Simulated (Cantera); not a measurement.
Charge: 1 mol V, 0.23 mol NH3, 0.011 mol H2O, equilibrated at 2225 K and 35.3 Torr.

Cantera equilibrium calculation (NASA polynomials, part measured and part estimated; ideal gas, pure solids and liquids). Candidate condensed phases: H2O, V, VN, VO, V2O3, V2O4, V2O5; 28 gas species. Each liquid is taken as pure. Mutual solubility and eutectic melting of coexisting phases are not modelled. VO: taken at fixed stoichiometry. Condensed phases not in the tables: V2N, N, O or C dissolved in the metal. Rates play no part.

Base state: H2 0.732, N2 0.241, H 0.0256, V 0.00101, VO 0.000733, H2O 0.000519, VO2 6.33e-5 (mole fractions); condensed: V(l) + VO(l).

Problem. What changes in the equilibrium state with this change: H2O from 0.011 to 1.5 mol?

Solution. 
```tsv
species	before	after
H2	0.732	0.835
H2O	0.000519	0.0721
N2	0.241	0.0574
H	0.0256	0.0273
VO2	6.33e-5	0.00769
OH	2.63e-6	0.000341
V	0.00101	8.33e-6
VO	0.000733	0.000733
V(l), mol	0.989	0
VO(l), mol	0.0103	0.304
V2O3(s), mol	0	0.339
```
Condensed phases not in the tables: the oxides between V2O3 and V2O5 other than VO2.
